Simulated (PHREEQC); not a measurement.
# Brine

Consider water at 20 °C with 2.5 mol/kgw KCl, 0.16 mol/kgw K2SO4 and 3.5 mol/kgw MgCl2. Closed to the air; pH follows from the charge balance.

Computed with PHREEQC (Pitzer model, pitzer.dat).

Each row changes one thing in this solution. Precipitation was switched off in this run.

```
case                                           pH  SI of Sylvite (KCl)
------------------------------------------  -----  -------------------
as made                                      4.00                +0.67
diluted 10-fold with water                   6.50                -1.83
temperature from 20 to 5 °C                  4.18                +0.86
K2SO4 left out                               3.89                +0.62
diluted 100-fold with water                  6.86                -3.66
K2SO4 from 0.16 to 0.032 mol/kgw             3.91                +0.63
MgCl2 replaced by HCl at the same molality  -1.38                +0.22
```

Some of these states are supersaturated (in Sylvite, Carnallite, for instance). Constants without temperature data keep their 25 °C values here.
